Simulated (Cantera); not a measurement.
# Hydrocarbon pyrolysis for carbon deposition

A perfectly stirred reactor is fed with CH₄ : N₂ = 1 : 1.2 (molar parts), at 0.0263 atm; it is held at 1875 K, and followed from long to short residence time.

Detailed kinetics in Cantera: GRI-Mech 3.0 (53 species, 325 reactions). GRI-Mech 3.0 stops at C3 and has no aromatics, soot or wall deposition, so with more carbon than oxygen in the feed, carbon stays in small species such as C2H2 where larger ones or solid carbon would form. Radical loss at walls, strong at low pressure, is not modelled.

```csv
τ (s),x CH₄,x H,x CH₂,x C₂H₂,x C₂H
0.88,0.0169,0.00160,4.19e-6,0.150,6.31e-6
0.37,0.0295,0.00136,5.22e-6,0.145,5.37e-6
0.16,0.0493,0.00116,6.36e-6,0.137,4.56e-6
0.066,0.0820,0.000965,7.74e-6,0.125,3.76e-6
0.028,0.129,0.000772,9.16e-6,0.106,2.95e-6
0.012,0.195,0.000560,1.03e-5,0.0786,2.04e-6
0.0050,0.290,0.000306,1.01e-5,0.0407,9.57e-7
```
x: mole fraction; the columns are a selection and need not sum to one.
